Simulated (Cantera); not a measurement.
## Reactions in the system H-O-Ta

Source: NASA polynomial tables (part measured, part estimated), evaluated in Cantera. Values are per mole of reaction as written; species without (g) are pure solids or liquids, kept so even where they would boil at 1 bar.

2 Ta + 10 OH(g) = 5 H₂O(g) + Ta₂O₅

```
T (K)  ΔH° (kJ)  ΔS° (J/K)  ΔG° (kJ)  log10 K  condensed phases
-----  --------  ---------  --------  -------  ----------------
300     -3648.7     -833.3   -3398.7   591.75   Ta(s), Ta₂O₅(s)
998     -3649.9     -844.2   -2807.4   146.94   Ta(s), Ta₂O₅(s)
1148    -3645.6     -840.2   -2681.1   121.99   Ta(s), Ta₂O₅(s)
1298    -3640.6     -836.1   -2555.4   102.83   Ta(s), Ta₂O₅(s)
1448    -3634.9     -832.0   -2430.3    87.67   Ta(s), Ta₂O₅(s)
1598    -3628.8     -828.0   -2305.8    75.37   Ta(s), Ta₂O₅(s)
1748    -3622.3     -824.1   -2181.9    65.20   Ta(s), Ta₂O₅(s)
1898    -3615.5     -820.3   -2058.6    56.65   Ta(s), Ta₂O₅(s)
2048    -3608.4     -816.7   -1935.8    49.37   Ta(s), Ta₂O₅(s)
2198    -3475.1     -752.2   -1821.9    43.30   Ta(s), Ta₂O₅(l)
2348    -3461.6     -746.2   -1709.5    38.03   Ta(s), Ta₂O₅(l)
2498    -3448.3     -740.7   -1598.0    33.41   Ta(s), Ta₂O₅(l)
```
